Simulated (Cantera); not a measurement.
An isothermal, constant-pressure homogeneous reactor starts with C₂H₆ : H₂ = 0.15 : 2 (molar parts), at 1425 K and 0.0263 atm.

Cantera simulation using GRI-Mech 3.0 (53 species, 325 reactions); the numbers are that mechanism's predictions, not measurements. GRI-Mech 3.0 stops at C3 and has no aromatics, soot or wall deposition, so with more carbon than oxygen in the feed, carbon stays in small species such as C2H2 where larger ones or solid carbon would form. Radical loss at walls, strong at low pressure, is not modelled.

One state of this run: x C₂H₆ = 2.91e-6; x H₂ = 0.905; x CH₄ = 0.0605; x CH₂ = 9.57e-10; x CH₃ = 3.98e-5; x C₂H₂ = 0.0338. x: mole fraction; the columns are a selection and need not sum to one.

Task: Which value of t (s) does it belong to?
A) 0.000178
B) 1.13
C) 0.0424
D) 90.0

Result: B, 1.13
